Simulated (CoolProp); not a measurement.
o-xylene along the isotherm 346.85 °C: density (kg/m³) from the reference equation and from simpler models built on Tc = 357.1 °C, pc = 3.737 MPa, ω = 0.312; each cubic takes its own stable root.

Computed with CoolProp (reference Helmholtz-energy equation of state, Zhou 2012).

```
p (MPa)   phase  reference
-------  ------  ---------
0.701       gas      15.65
1.4         gas      34.49
2.1         gas      58.93
2.8         gas      96.35
3.5      liquid      438.7
4.2      liquid      475.6
4.91     liquid      496.3
5.61     liquid      510.8
```

Problem. How far does each simpler model (van der Waals, Redlich-Kwong, Soave-Redlich-Kwong, Peng-Robinson) lie from the reference over these 8 states: mean and median of the absolute difference, and the worst?

Solution. 
- van der Waals: mean 21.5 %, median 23.3 %, worst -41.9 % at 346.85 °C and 3.5 MPa
- Redlich-Kwong: mean 12.4 %, median 12.8 %, worst -25.7 % at 346.85 °C and 3.5 MPa
- Soave-Redlich-Kwong: mean 11.2 %, median 11.8 %, worst -21.8 % at 346.85 °C and 3.5 MPa
- Peng-Robinson: mean 5.5 %, median 5.1 %, worst -12.9 % at 346.85 °C and 3.5 MPa
